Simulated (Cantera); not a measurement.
Feed: 1 mol CF4, 0.55 mol HCl, a varied amount of H2, at 79.0 Pa.

Points: T (K) = 973, 1123, 1273, 1423, 1573, 1723, 1873, 2023, 2173, 2323, 2473, 2623; n(H2) (mol) = 0.6, 1.6, 2.6, 3.6, 4.6, 5.6, 6.6, 7.6, 8.6, 9.6, 11, 12, 13.

Cantera's Mixture.equilibrate('TP', solver="vcs", rtol=1e-11, max_steps=5000) on the NASA tables stopped like this:

```
ERROR: FAILURE its = 5001!

*******************************************************************************
CanteraError thrown by MultiPhase::equilibrate:
VCS solver failed. Return code: -1
*******************************************************************************
```

Task: What got this run through?

Result: One answer among several that fit: The failure is numerical, not chemical. The same input converged with solver="gibbs", rtol=1e-10, max_steps=50000, and the result passed a check of the equilibrium conditions:
```
    973        0.6  C(gr)
    973        1.6  C(gr)
    973        2.6  C(gr)
    973        3.6  C(gr)
    973        4.6  C(gr)
    973        5.6  C(gr)
    973        6.6  C(gr)
    973        7.6  C(gr)
    973        8.6  C(gr)
    973        9.6  C(gr)
    973         11  C(gr)
    973         12  C(gr)
    973         13  C(gr)
   1123        0.6  C(gr)
   1123        1.6  C(gr)
   1123        2.6  C(gr)
   1123        3.6  C(gr)
   1123        4.6  C(gr)
   1123        5.6  C(gr)
   1123        6.6  C(gr)
   1123        7.6  C(gr)
   1123        8.6  C(gr)
   1123        9.6  C(gr)
   1123         11  C(gr)
   1123         12  C(gr)
   1123         13  C(gr)
   1273        0.6  C(gr)
   1273        1.6  C(gr)
   1273        2.6  C(gr)
   1273        3.6  C(gr)
   1273        4.6  C(gr)
   1273        5.6  C(gr)
   1273        6.6  C(gr)
   1273        7.6  C(gr)
   1273        8.6  C(gr)
   1273        9.6  C(gr)
   1273         11  C(gr)
   1273         12  C(gr)
   1273         13  C(gr)
   1423        0.6  C(gr)
   1423        1.6  C(gr)
   1423        2.6  C(gr)
   1423        3.6  C(gr)
   1423        4.6  C(gr)
   1423        5.6  C(gr)
   1423        6.6  C(gr)
   1423        7.6  C(gr)
   1423        8.6  C(gr)
   1423        9.6  C(gr)
   1423         11  C(gr)
   1423         12  C(gr)
   1423         13  C(gr)
   1573        0.6  C(gr)
   1573        1.6  C(gr)
   1573        2.6  C(gr)
   1573        3.6  C(gr)
   1573        4.6  C(gr)
   1573        5.6  C(gr)
   1573        6.6  C(gr)
   1573        7.6  C(gr)
   1573        8.6  C(gr)
   1573        9.6  C(gr)
   1573         11  C(gr)
   1573         12  C(gr)
   1573         13  C(gr)
   1723        0.6  C(gr)
   1723        1.6  C(gr)
   1723        2.6  C(gr)
   1723        3.6  C(gr)
   1723        4.6  C(gr)
   1723        5.6  C(gr)
   1723        6.6  C(gr)
   1723        7.6  C(gr)
   1723        8.6  C(gr)
   1723        9.6  C(gr)
   1723         11  C(gr)
   1723         12  C(gr)
   1723         13  C(gr)
   1873        0.6  C(gr)
   1873        1.6  C(gr)
   1873        2.6  C(gr)
   1873        3.6  C(gr)
   1873        4.6  C(gr)
   1873        5.6  C(gr)
   1873        6.6  C(gr)
   1873        7.6  C(gr)
   1873        8.6  C(gr)
   1873        9.6  C(gr)
   1873         11  C(gr)
   1873         12  C(gr)
   1873         13  C(gr)
   2023        0.6  C(gr)
   2023        1.6  C(gr)
   2023        2.6  C(gr)
   2023        3.6  C(gr)
   2023        4.6  C(gr)
   2023        5.6  C(gr)
   2023        6.6  C(gr)
   2023        7.6  C(gr)
   2023        8.6  C(gr)
   2023        9.6  C(gr)
   2023         11  C(gr)
   2023         12  C(gr)
   2023         13  C(gr)
   2173        0.6  C(gr)
   2173        1.6  C(gr)
   2173        2.6  C(gr)
   2173        3.6  C(gr)
   2173        4.6  C(gr)
   2173        5.6  C(gr)
   2173        6.6  C(gr)
   2173        7.6  C(gr)
   2173        8.6  C(gr)
   2173        9.6  C(gr)
   2173         11  C(gr)
   2173         12  C(gr)
   2173         13  C(gr)
   2323        0.6  C(gr)
   2323        1.6  C(gr)
   2323        2.6  C(gr)
   2323        3.6  C(gr)
   2323        4.6  C(gr)
   2323        5.6  C(gr)
   2323        6.6  C(gr)
   2323        7.6  C(gr)
   2323        8.6  C(gr)
   2323        9.6  C(gr)
   2323         11  C(gr)
   2323         12  C(gr)
   2323         13  C(gr)
   2473        0.6  C(gr)
   2473        1.6  C(gr)
   2473        2.6  C(gr)
   2473        3.6  C(gr)
   2473        4.6  C(gr)
   2473        5.6  C(gr)
   2473        6.6  C(gr)
   2473        7.6  C(gr)
   2473        8.6  C(gr)
   2473        9.6  C(gr)
   2473         11  C(gr)
   2473         12  C(gr)
   2473         13  C(gr)
   2623        0.6  C(gr)
   2623        1.6  C(gr)
   2623        2.6  C(gr)
   2623        3.6  C(gr)
   2623        4.6  C(gr)
   2623        5.6  C(gr)
   2623        6.6  C(gr)
   2623        7.6  C(gr)
   2623        8.6  C(gr)
   2623        9.6  C(gr)
   2623         11  C(gr)
   2623         12  C(gr)
   2623         13  C(gr)
```

The gas is ideal and each condensed phase is pure.
